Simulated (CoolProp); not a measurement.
Vapour-liquid equilibrium of toluene (1) + p-xylene (2) at 1.28 MPa; x and y are mole fractions of (1).

Model: multi-fluid Helmholtz-energy mixture model, Lemmon 2006 and Zhou 2012; pair parameters Bell 2016, in CoolProp.

```json
[
 {"x": "0.05", "bubble temperature, mixture model (K)": "538.0", "bubble temperature, Raoult's law (K)": "537.8", "y, mixture model": "0.069", "y, Raoult's law": "0.080"},
 {"x": "0.125", "bubble temperature, mixture model (K)": "535.0", "bubble temperature, Raoult's law (K)": "534.7", "y, mixture model": "0.169", "y, Raoult's law": "0.192"},
 {"x": "0.2", "bubble temperature, mixture model (K)": "532.1", "bubble temperature, Raoult's law (K)": "531.6", "y, mixture model": "0.263", "y, Raoult's law": "0.295"},
 {"x": "0.275", "bubble temperature, mixture model (K)": "529.2", "bubble temperature, Raoult's law (K)": "528.7", "y, mixture model": "0.353", "y, Raoult's law": "0.389"},
 {"x": "0.35", "bubble temperature, mixture model (K)": "526.4", "bubble temperature, Raoult's law (K)": "525.9", "y, mixture model": "0.438", "y, Raoult's law": "0.476"},
 {"x": "0.425", "bubble temperature, mixture model (K)": "523.7", "bubble temperature, Raoult's law (K)": "523.2", "y, mixture model": "0.517", "y, Raoult's law": "0.555"},
 {"x": "0.5", "bubble temperature, mixture model (K)": "521.1", "bubble temperature, Raoult's law (K)": "520.6", "y, mixture model": "0.593", "y, Raoult's law": "0.629"},
 {"x": "0.575", "bubble temperature, mixture model (K)": "518.5", "bubble temperature, Raoult's law (K)": "518.1", "y, mixture model": "0.664", "y, Raoult's law": "0.697"},
 {"x": "0.65", "bubble temperature, mixture model (K)": "516.0", "bubble temperature, Raoult's law (K)": "515.6", "y, mixture model": "0.731", "y, Raoult's law": "0.760"},
 {"x": "0.725", "bubble temperature, mixture model (K)": "513.6", "bubble temperature, Raoult's law (K)": "513.3", "y, mixture model": "0.794", "y, Raoult's law": "0.818"},
 {"x": "0.8", "bubble temperature, mixture model (K)": "511.3", "bubble temperature, Raoult's law (K)": "511.0", "y, mixture model": "0.854", "y, Raoult's law": "0.873"},
 {"x": "0.875", "bubble temperature, mixture model (K)": "509.0", "bubble temperature, Raoult's law (K)": "508.9", "y, mixture model": "0.911", "y, Raoult's law": "0.923"},
 {"x": "0.95", "bubble temperature, mixture model (K)": "506.8", "bubble temperature, Raoult's law (K)": "506.7", "y, mixture model": "0.965", "y, Raoult's law": "0.970"}
]
```

The largest gap from Raoult's law is +0.5 K in bubble temperature, at x = 0.35. No azeotrope shows between x = 0.05 and 0.95.

The pair parameters rest on a limited set of measurements; away from them the model extrapolates.
